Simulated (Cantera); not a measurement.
Input: 1 mol V2O3, 52 mol H2, held at 1748.15 K and 10.5 Torr.

These are equilibrium values from Cantera (NASA tables, ideal gas, pure condensed phases), not measurements of a reactor. Candidate condensed phases: H2O, V, VO, V2O3, V2O4, V2O5; 12 gas species. Mutual solubility and eutectic melting of coexisting phases are not modelled. VO: taken at fixed stoichiometry. Condensed phases not in the tables: the oxides between V2O3 and V2O5 other than VO2. The numbers say what is thermodynamically allowed, not how fast it happens.

Base state: H2 0.986, H2O 0.0117, H 0.00192, VO2 1.08e-5 (mole fractions); condensed: VO(s) + V2O3(s).

Problem. What changes in the equilibrium state with this change: temperature from 1748.15 K to 1623.15 K?

Solution. 
```
species        before     after
------------  -------  --------
H2              0.986     0.993
H2O            0.0117   0.00682
H             0.00192  0.000583
VO2           1.08e-5   6.76e-7
VO(s), mol       1.22     0.709
V2O3(s), mol    0.388     0.645
```

Problem. What changes in the equilibrium state with this change: temperature from 1748.15 K to 1148 K?

Solution. 
| species | before | after |
|---|---|---|
| H2 | 0.986 | 1.000 |
| H2O | 0.0117 | 0.000280 |
| H | 0.00192 | 6.05e-7 |
| VO2 | 1.08e-5 | <1e-9 |
| VO(s), mol | 1.22 | 0.0291 |
| V2O3(s), mol | 0.388 | 0.985 |
